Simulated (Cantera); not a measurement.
Mixture: CH₄ : H₂ : O₂ : N₂ = 1 : 0.03 : 1.44 : 5.41 (molar parts), equivalence ratio 1.4, at 0.987 atm, adiabatic and at constant pressure. Ignition delay is the time to a rise of 400 K.

Computed with Cantera and GRI-Mech 3.0 (53 species, 325 reactions).

```tsv
quantity	before	after
delay at 1300 K	10.9 ms	5.11 ms
delay at 1375 K	4.46 ms	2.18 ms
delay at 1450 K	1.94 ms	0.973 ms
delay at 1525 K	0.908 ms	0.457 ms
delay at 1600 K	0.462 ms	0.228 ms
delay at 1675 K	0.254 ms	0.122 ms
delay at 1750 K	0.150 ms	69.4 µs
apparent activation energy between 1600 and 1750 K	170 kJ/mol	180 kJ/mol
```

Question: Name the change that produced these shifts.
A. pressure from 0.987 atm to 2.47 atm
B. N2 5.41 to 12 parts
C. pressure from 0.987 atm to 23.7 atm
D. H2 0.03 to 0.02 parts

Answer: A, pressure from 0.987 atm to 2.47 atm
